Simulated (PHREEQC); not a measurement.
## Reverse-osmosis reject: an equilibrium model

Model water analysis in mg/L, 70 °C, pH 6.79, pe 10.1:

```json
[
 {"constituent": "Na", "mg/L": "787"},
 {"constituent": "K", "mg/L": "42.9"},
 {"constituent": "Ca", "mg/L": "16.6"},
 {"constituent": "Mg", "mg/L": "64.1"},
 {"constituent": "Cl", "mg/L": "491"},
 {"constituent": "S(6) as SO4", "mg/L": "938"},
 {"constituent": "Alkalinity as HCO3", "mg/L": "480"},
 {"constituent": "O(0) (dissolved oxygen)", "mg/L": "0.184"}
]
```

Na is adjusted to close the charge balance.
Valence states are taken as typed.

All values are PHREEQC results (ion-association model, phreeqc.dat), not measurements.

No solid was allowed to form.

**Question.** What ionic strength, specific conductance does the model give?

**Answer.** ionic strength 0.0469 mol/kgw; specific conductance 8320 µS/cm.

**Question.** In which forms is K present?

**Answer.** K+ 96 %, KSO4- 4.4 % of the K.

Complexes and solids missing from the database can't appear. Away from 25 °C the constants follow the database's enthalpies or fits; those with neither stay at their 25 °C values.
